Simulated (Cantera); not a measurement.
What does this Cantera script print?

```python
import numpy as np
import cantera as ct

gas_names = """
    H HCL Cs
""".split()
cond_names = """
    CsCL(a) CsCL(b) CsCL(L)
""".split()


# ... load() reads the species with a 1 bar reference pressure and builds the phases ...
species = {s.name: s for s in load("nasa_gas.yaml", gas_names) + load("nasa_condensed.yaml", cond_names)}
# Each term lists the table entries of one substance; the one whose range holds T is used.
reactions = {
    'CsCl + H(g) = HCl(g) + Cs(g)':
        [(-1, ['CsCL(a)', 'CsCL(b)', 'CsCL(L)']), (-1, ['H']), (1, ['HCL']), (1, ['Cs'])],
}


def pick(names, T):
    return next(species[n] for n in names if species[n].thermo.min_temp <= T <= species[n].thermo.max_temp)


results = []
for label, terms in reactions.items():
    print(label)
    print("     T/K   dH/kJ  dS/(J/K)   dG/kJ   log10 K")
    for T in [300, 1598, 1648, 1698, 1748, 1798, 1848]:
        used = [(nu, pick(names, T)) for nu, names in terms]
        dH = sum(nu * s.thermo.h(T) for nu, s in used) / 1e6
        dS = sum(nu * s.thermo.s(T) for nu, s in used) / 1e3
        dG = dH - T * dS / 1e3
        logK = -dG * 1e6 / (ct.gas_constant * T * np.log(10))
        results.append((label, T, dH, dS, dG, logK, [s.name for _, s in used]))
        print(f"{T:8g} {dH:8.1f} {dS:8.1f} {dG:8.1f} {logK:8.2f}")
```

Result:

```
CsCl + H(g) = HCl(g) + Cs(g)
     T/K   dH/kJ  dS/(J/K)   dG/kJ   log10 K
     300    209.0    146.5    165.1   -28.74
    1598    140.7     67.5     32.9    -1.08
    1648    138.6     66.1     29.6    -0.94
    1698    136.4     64.8     26.3    -0.81
    1748    134.3     63.6     23.1    -0.69
    1798    132.2     62.4     20.0    -0.58
    1848    130.0     61.2     16.9    -0.48
```

Cantera with NASA thermochemical tables; ideal gases at 1 bar, condensed phases pure. Condensed species are held in their standard states even where they would react or evaporate.
